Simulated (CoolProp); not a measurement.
R113 at several states: Z from the reference equation and from simpler models built on Tc = 214.1 °C, pc = 3.392 MPa, ω = 0.253; each cubic takes its own stable root.

Values from CoolProp's reference Helmholtz-energy equation of state, Marx 1992.

| T (°C) | p (MPa) | phase | reference | van der Waals | Soave-Redlich-Kwong | Peng-Robinson |
|---|---|---|---|---|---|---|
| 116.05 | 0.557 | gas | ___ | ___ | 0.8737 | 0.8662 |
| 174.15 | 0.0265 | gas | 0.9965 | 0.9971 | 0.9965 | 0.9961 |
| -29.15 | 0.0227 | liquid | ___ | 0.9903 | 0.001346 | ___ |
| 5.85 | 0.0873 | liquid | 0.004384 | 0.9717 | 0.004720 | ___ |
| 34.15 | 1.8 | liquid | ___ | 0.1378 | ___ | ___ |

Complete the blanks.


- 116.05, reference: 0.8688
- 116.05, van der Waals: 0.9097
- -29.15, reference: 0.001241
- -29.15, Peng-Robinson: 0.001196
- 5.85, Peng-Robinson: 0.004186
- 34.15, reference: 0.08537
- 34.15, Soave-Redlich-Kwong: 0.09155
- 34.15, Peng-Robinson: 0.08111

At some of these states van der Waals gives the other phase, because its saturation line lies elsewhere.
